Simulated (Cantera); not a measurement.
## Equilibrium for silicon carbide growth: (CH₃)₂SiCl₂ + CH₄ + H₂ + C₂H₄

Feed: 1 mol (CH₃)₂SiCl₂, 2.8 mol CH₄, 440 mol H₂, 0.011 mol C₂H₄, held at 0.100 bar.

Cantera equilibrium calculation (NASA polynomials, part measured and part estimated; ideal gas, pure solids and liquids). Candidate condensed phases: C, C₆H₆, C₇H₈, C₈H₁₈, Si, SiC; 109 gas species. The feed counts by its element totals alone. Gases not in the tables: Si₂H₆ and higher silanes. Rates play no part.

From 1450 °C to 1900 °C the condensed part is C(graphite) + SiC(s). The main Si-bearing gas is SiCl₂ at 1450 °C and Si at 1900 °C.

```tsv
T (°C)	x H₂	x H	x HCl	x C₂H₂ (acetylene)	x Si	x CH₄	n C(graphite)	n SiC(s)
1450	0.995	0.000575	0.00444	9.00e-5	1.64e-7	9.96e-5	3.70	0.999
1500	0.994	0.000897	0.00444	0.000139	4.53e-7	8.34e-5	3.66	0.999
1550	0.994	0.00137	0.00444	0.000210	1.18e-6	7.05e-5	3.60	0.998
1600	0.993	0.00203	0.00443	0.000310	2.93e-6	6.01e-5	3.52	0.997
1650	0.992	0.00297	0.00443	0.000448	6.92e-6	5.17e-5	3.40	0.993
1700	0.991	0.00425	0.00442	0.000635	1.56e-5	4.48e-5	3.24	0.987
1750	0.989	0.00597	0.00441	0.000883	3.39e-5	3.91e-5	3.03	0.975
1800	0.986	0.00826	0.00439	0.00121	7.09e-5	3.42e-5	2.76	0.951
1850	0.982	0.0112	0.00438	0.00163	0.000143	3.02e-5	2.41	0.904
1900	0.978	0.0151	0.00435	0.00216	0.000279	2.67e-5	2.00	0.814
```
x: gas mole fraction; n: condensed amount in mol.
